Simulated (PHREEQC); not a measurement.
A solution holds 0.015 mol/kgw HCl, 0.005 mol/kgw Al2(SO4)3 and 0.0093 mol/kgw Fe2(SO4)3, at 25 °C. Closed to the air; pH follows from the charge balance.

All values are PHREEQC results (ion-association model, wateq4f.dat), not measurements.

| quantity | before | after |
|---|---|---|
| pH | 2.07 | 2.78 |
| FeSO4+ (mol/kgw) | 0.0147 | 0.00117 |
| SO4-2 (mol/kgw) | 0.0107 | 0.00208 |
| HSO4- (mol/kgw) | 0.00472 | 0.000246 |
| Fe(SO4)2- (mol/kgw) | 0.00148 | 3.56e-5 |
| SI of Fe(OH)3(a) (Fe(OH)3) | -2.31 | -0.70 |
| SI of Goethite (FeOOH) | +3.58 | +5.19 |

Which change was made?
A. Al2(SO4)3 left out
B. Fe2(SO4)3 from 0.0093 to 0.00837 mol/kgw
C. temperature from 25 to 20 °C
D. Fe2(SO4)3 from 0.0093 to 0.00186 mol/kgw
E. diluted 10-fold with water

E, diluted 10-fold with water

Precipitation was switched off in this run. Some of these states are supersaturated (in Hematite (slow to form), Goethite (slow to form), for instance).
